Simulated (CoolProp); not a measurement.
Vapour-liquid equilibrium of R143a (1) + R134a (2) at 239.5 K; x and y are mole fractions of (1).

Values from CoolProp's multi-fluid Helmholtz-energy mixture model, Lemmon and Jacobsen 2000 and Tillner-Roth 1994; pair parameters Lemmon 2004.

Task: Give the bubble pressure and the first vapour's composition at x = 0.25, 0.65, 0.75. Is there an azeotrope?

Result: x = 0.25: 98.91 kPa, y = 0.455; x = 0.65: 144.6 kPa, y = 0.821; x = 0.75: 156.1 kPa, y = 0.880. No azeotrope shows between x = 0.05 and 0.95.

Pair parameters are fitted to limited data, so mixtures are less certain than the pure fluids.
